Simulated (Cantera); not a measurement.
Charge: 1 mol Si₃N₄, 3.4 mol H₂O, 9.7 mol N₂, 0.0004 mol HCl, at 0.0133 bar.

Method: chemical equilibrium by Gibbs-energy minimisation in Cantera with the NASA 1993 tables (ideal gas, pure condensed phases). Candidate condensed phases: H₂O, NH₄Cl, Si, SiO₂, Si₂N₂O, Si₃N₄; 47 gas species. Mutual solubility and eutectic melting of coexisting phases are not modelled. The tables hold silica as quartz up to 1696 K and as liquid above; real silica turns to tridymite and cristobalite and melts near 1996 K. The numbers say what is thermodynamically allowed, not how fast it happens.

log p: log10 of the partial pressure in bar; n: condensed amount in mol.

| T (K) | log p N₂ | log p H₂ | log p SiO | log p H | log p H₂O | log p HCl | n SiO₂(β-quartz) | n Si₂N₂O(s) | n SiO₂(condensed) |
|---|---|---|---|---|---|---|---|---|---|
| 1098 | -1.99 | -2.50 | -11.43 | -8.86 | -6.79 | -6.43 | 1.27 | 0.867 | 0 |
| 1173 | -1.99 | -2.50 | -9.89 | -8.18 | -6.67 | -6.43 | 1.27 | 0.867 | 0 |
| 1248 | -1.99 | -2.50 | -8.53 | -7.58 | -6.56 | -6.43 | 1.27 | 0.867 | 0 |
| 1323 | -1.99 | -2.50 | -7.33 | -7.05 | -6.46 | -6.43 | 1.27 | 0.867 | 0 |
| 1398 | -1.99 | -2.50 | -6.26 | -6.57 | -6.38 | -6.43 | 1.27 | 0.867 | 0 |
| 1473 | -1.99 | -2.50 | -5.31 | -6.15 | -6.30 | -6.43 | 1.26 | 0.865 | 0 |
| 1548 | -1.99 | -2.50 | [?] | [?] | [?] | -6.43 | 1.25 | 0.854 | 0 |
| 1623 | -2.00 | -2.51 | -3.67 | -5.41 | -6.18 | -6.44 | 1.19 | 0.788 | 0 |
| 1698 | -2.03 | -2.55 | -2.95 | -5.11 | -6.18 | -6.48 | 0 | 0.415 | 0.814 |
| 1773 | -2.06 | -2.59 | -2.71 | [?] | [?] | -6.52 | 0 | 0 | 0.398 |
| 1848 | -2.06 | -2.60 | -2.71 | -4.57 | -5.15 | -6.53 | 0 | 0 | 0.391 |

Task: Some entries are withheld; supply them.

Result: 
- 1773, log p H: -4.84
- 1773, log p H₂O: -5.78
- 1548, log p SiO: -4.45
- 1548, log p H: -5.76
- 1548, log p H₂O: -6.23
